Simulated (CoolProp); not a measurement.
Vapour-liquid equilibrium of CH3F (R41) (1) + chloromethane (R40) (2) at -28.45 °C; x and y are mole fractions of (1).

The numbers come from the multi-fluid Helmholtz-energy mixture model, Lemmon 2006 and Thol 2014; pair parameters Bell 2016 in CoolProp.

```json
[
 {"x": "0.05", "bubble pressure (bar)": "1.263", "y at the bubble point": "…", "dew pressure at overall composition x (bar)": "0.8716", "liquid density (mol/L)": "20.18"},
 {"x": "0.125", "bubble pressure (bar)": "…", "y at the bubble point": "0.603", "dew pressure at overall composition x (bar)": "0.9413", "liquid density (mol/L)": "20.40"},
 {"x": "0.2", "bubble pressure (bar)": "2.543", "y at the bubble point": "…", "dew pressure at overall composition x (bar)": "1.023", "liquid density (mol/L)": "20.62"},
 {"x": "0.275", "bubble pressure (bar)": "3.161", "y at the bubble point": "0.791", "dew pressure at overall composition x (bar)": "1.120", "liquid density (mol/L)": "20.83"},
 {"x": "0.35", "bubble pressure (bar)": "3.760", "y at the bubble point": "0.838", "dew pressure at overall composition x (bar)": "1.237", "liquid density (mol/L)": "21.04"},
 {"x": "0.425", "bubble pressure (bar)": "4.340", "y at the bubble point": "0.871", "dew pressure at overall composition x (bar)": "1.382", "liquid density (mol/L)": "21.25"},
 {"x": "0.5", "bubble pressure (bar)": "4.901", "y at the bubble point": "0.897", "dew pressure at overall composition x (bar)": "1.564", "liquid density (mol/L)": "21.44"},
 {"x": "0.575", "bubble pressure (bar)": "5.448", "y at the bubble point": "0.917", "dew pressure at overall composition x (bar)": "1.800", "liquid density (mol/L)": "21.63"},
 {"x": "0.65", "bubble pressure (bar)": "5.987", "y at the bubble point": "0.935", "dew pressure at overall composition x (bar)": "2.119", "liquid density (mol/L)": "21.81"},
 {"x": "0.725", "bubble pressure (bar)": "6.524", "y at the bubble point": "0.950", "dew pressure at overall composition x (bar)": "2.572", "liquid density (mol/L)": "21.98"},
 {"x": "0.8", "bubble pressure (bar)": "7.069", "y at the bubble point": "0.964", "dew pressure at overall composition x (bar)": "3.263", "liquid density (mol/L)": "22.13"},
 {"x": "0.875", "bubble pressure (bar)": "7.632", "y at the bubble point": "0.978", "dew pressure at overall composition x (bar)": "4.417", "liquid density (mol/L)": "22.27"},
 {"x": "0.95", "bubble pressure (bar)": "8.225", "y at the bubble point": "0.991", "dew pressure at overall composition x (bar)": "6.515", "liquid density (mol/L)": "22.39"}
]
```

Task: Complete the blanks.

Result: 
- 0.05, y at the bubble point: 0.365
- 0.125, bubble pressure (bar): 1.909
- 0.2, y at the bubble point: 0.721

No azeotrope shows between x = 0.05 and 0.95.

The pair parameters rest on a limited set of measurements; away from them the model extrapolates. The gap from Raoult's law changes sign with composition, which may be real or a fault of the pair parameters; it wasn't checked against measurements.
